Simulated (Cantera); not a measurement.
An adiabatic, constant-volume homogeneous reactor starts with CO : H2 : O2 : N2 = 1 : 0.39 : 1.24 : 4.67 (molar parts), equivalence ratio 0.56, at 1625 K and 2630 Torr.

Model: GRI-Mech 3.0 (53 species, 325 reactions), integrated in Cantera. The hydrogen kinetics of GRI-Mech 3.0 are dated; newer H2 mechanisms differ, most at raised pressure.

One state of this run: T (K) = 2861; P (bar) = 5.72; x CO = 0.0324; x H2 = 0.00190; x O2 = 0.0848; x H2O2 = 4.62e-7; x H2O = 0.0478; x OH = 0.0138. x: mole fraction; the columns are a selection and need not sum to one.

Question: Which value of t (s) does it belong to?
(A) 1.72e-5
(B) 3.00e-6
(C) 0.000235
(D) 7.17e-6

Answer: C, 0.000235
